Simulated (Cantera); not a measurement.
Silicon carbide growth: Si(CH3)4 + CH4 + H2 + N2

A closed system holds: 1 mol Si(CH3)4, 1.4 mol CH4, 1100 mol H2, 0.014 mol N2, equilibrated at 10.0 mbar.

Cantera equilibrium calculation (NASA polynomials, part measured and part estimated; ideal gas, pure solids and liquids). Candidate condensed phases: C, C6H6, C7H8, C8H18, Si, SiC, Si3N4; 105 gas species. Equilibrium is a limit: real reactors are often held back by kinetics, nucleation or transport.

From 925 K to 1925 K the condensed part is C(graphite) + SiC(s).

| T (K) | log p H2 | log p H | log p CH4 | log p C2H2 (acetylene) | log p Si | n C(graphite) | n SiC(s) |
|---|---|---|---|---|---|---|---|
| 925 | -2.00 | -10.58 | -4.65 | -11.90 | <-14 | 1.90 | 1.00 |
| 1025 | -2.00 | -9.36 | -5.13 | -10.66 | <-14 | 3.59 | 1.00 |
| 1125 | -2.00 | -8.35 | -5.54 | -9.64 | <-14 | 4.08 | 1.00 |
| 1225 | -2.00 | -7.51 | -5.88 | -8.79 | <-14 | 4.25 | 1.00 |
| 1325 | -2.00 | -6.79 | -6.17 | -8.07 | -12.50 | 4.32 | 1.000 |
| 1425 | -2.00 | -6.17 | -6.42 | -7.45 | -11.06 | 4.35 | 1.000 |
| 1525 | -2.00 | -5.63 | -6.64 | -6.92 | -9.82 | 4.34 | 1.000 |
| 1625 | -2.00 | -5.15 | -6.83 | -6.45 | -8.73 | 4.30 | 1.000 |
| 1725 | -2.00 | -4.73 | -7.00 | -6.04 | -7.77 | 4.17 | 0.997 |
| 1825 | -2.00 | -4.36 | -7.15 | -5.67 | -6.91 | 3.91 | 0.983 |
| 1925 | -2.00 | -4.02 | -7.29 | -5.34 | -6.15 | 3.45 | 0.905 |
log p: log10 of the partial pressure in bar; n: condensed amount in mol.
